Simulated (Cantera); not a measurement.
**N2O furnace oxynitridation**

An isothermal, constant-pressure homogeneous reactor starts with 28.6 % N2O, 71.4 % O2, at 1025 K and 1200 Torr.

Detailed kinetics in Cantera: GRI-Mech 3.0 (53 species, 325 reactions). GRI-Mech 3.0 was tuned for natural gas; its chemistry of N2O as a main component is partial and can be far from experiment. The mechanism lacks the step 2 NO + O2 → 2 NO2, which can matter for NO2 below about 1400 K. The temperature is held fixed by assumption; the heat of reaction is taken as removed at once.

```
t (s)     x N2O   x O2      x NO      x N2     x NO2      x O
--------  -----  -----  --------  --------  --------  -------
4.00e-6   0.286  0.714  7.08e-11   1.10e-8    <1e-12  9.54e-9
1.26e-5   0.286  0.714  6.35e-10   3.92e-8    <1e-12  2.57e-8
4.00e-5   0.286  0.714   4.71e-9   1.52e-7    <1e-12  5.22e-8
0.000126  0.286  0.714   2.41e-8   5.74e-7    <1e-12  6.56e-8
0.000400  0.286  0.714   8.92e-8   1.95e-6  2.37e-12  6.61e-8
0.00126   0.286  0.714   2.95e-7   6.31e-6  2.60e-11  6.61e-8
0.00400   0.286  0.714   9.46e-7   2.01e-5  2.68e-10  6.61e-8
0.0126    0.286  0.714   3.00e-6   6.36e-5   2.65e-9  6.60e-8
0.0400    0.285  0.714   9.49e-6  0.000201   2.52e-8  6.60e-8
0.126     0.285  0.714   2.98e-5  0.000636   2.16e-7  6.59e-8
0.400     0.283  0.715   9.30e-5   0.00200   1.44e-6  6.55e-8
1.26      0.278  0.715  0.000286   0.00624   6.40e-6  6.42e-8
4.00      0.264  0.717  0.000849    0.0188   2.12e-5  6.02e-8
12.6      0.225  0.721   0.00225    0.0523   5.81e-5  5.05e-8
40.0      0.145  0.729   0.00464     0.120  0.000122  3.32e-8
```
x: mole fraction; the columns are a selection and need not sum to one.

Equilibrium at this temperature and pressure: N2O 2.50e-9, O2 0.750, NO 4.38e-5, N2 0.250, NO2 4.74e-6, O 2.27e-10 (gas phase only).
